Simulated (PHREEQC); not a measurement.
Consider water at 24 °C with 0.25 mol HF, 0.00019 mol NH4F, 0.00075 mol (NH4)2SiF6 and 0.072 mol H3PO4 per kg of water. Closed to the air; pH follows from the charge balance.

The numbers come from PHREEQC with the ion-association model, phreeqc.dat.

Each row changes one thing in this solution. No solid was allowed to form.

```json
[
 {"case": "as made", "pH": "1.58", "ionic strength (mol/kgw)": "0.0326", "HF (mol/kgw)": "0.231", "H3PO4 (mol/kgw)": "0.0550", "H2PO4- (mol/kgw)": "0.0170", "F- (mol/kgw)": "0.00714", "SI of Quartz (SiO2)": "-9.98"},
 {"case": "temperature from 24 to 30 °C", "pH": "1.60", "ionic strength (mol/kgw)": "0.0316", "HF (mol/kgw)": "0.231", "H3PO4 (mol/kgw)": "0.0555", "H2PO4- (mol/kgw)": "0.0165", "F- (mol/kgw)": "0.00666", "SI of Quartz (SiO2)": "-9.59"},
 {"case": "diluted 2-fold with water", "pH": "1.77", "ionic strength (mol/kgw)": "0.0203", "HF (mol/kgw)": "0.115", "H3PO4 (mol/kgw)": "0.0246", "H2PO4- (mol/kgw)": "0.0114", "F- (mol/kgw)": "0.00535", "SI of Quartz (SiO2)": "-8.80"},
 {"case": "0.12 mol/kgw HBF4 added", "pH": "0.98", "ionic strength (mol/kgw)": "0.132", "HF (mol/kgw)": "0.244", "H3PO4 (mol/kgw)": "0.0662", "H2PO4- (mol/kgw)": "0.00576", "F- (mol/kgw)": "0.00218", "SI of Quartz (SiO2)": "-9.17"},
 {"case": "temperature from 24 to 90 °C", "pH": "1.76", "ionic strength (mol/kgw)": "0.0224", "HF (mol/kgw)": "0.241", "H3PO4 (mol/kgw)": "0.0579", "H2PO4- (mol/kgw)": "0.0141", "F- (mol/kgw)": "0.00301", "SI of Quartz (SiO2)": "-5.65"}
]
```

At this temperature some constants are extrapolated from 25 °C, and those without enthalpy data are left unchanged. SiF6-2 is the database's only silicon fluoride. Real BF4- forms and hydrolyses slowly; the run takes it at equilibrium.
